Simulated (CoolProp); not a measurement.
Model: reference Helmholtz-energy equation of state, Tillner-Roth 1997, in CoolProp.

**Question.** Give the vapour pressure (bar), vapour density (kg/m³), liquid viscosity (µPa s) of saturated CH2F2 (R32) at 251.6, 258.6, 265.6 K.

**Answer.** 
```csv
T (K),p (bar),vapour density (kg/m³),liquid viscosity (µPa s)
251.6,3.83,10.5,200
258.6,4.96,13.6,183
265.6,6.34,17.2,167
```

Viscosity comes from a separate model (Bell 2016), an estimate that may be off by 10 % or more.
